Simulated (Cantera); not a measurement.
Input: 1 mol CHF3, 0.21 mol H2, held at 1200 K and 0.100 bar.

Cantera equilibrium calculation (NASA polynomials, part measured and part estimated; ideal gas, pure solids and liquids). Candidate condensed phases: C, C6H6, C7H8, C8H18; 95 gas species. Gases not in the tables: C2F6 and larger saturated fluorocarbons. The numbers say what is thermodynamically allowed, not how fast it happens.

Problem. What is the equilibrium state?

Solution. 
```
Property           Result
--------------  ---------
x(HF)               0.782
x(CF4)              0.218
x(CHF3)           2.15e-6
x(H2F2)           1.36e-6
n(C(graphite))  0.605 mol
gas amount      1.815 mol
```
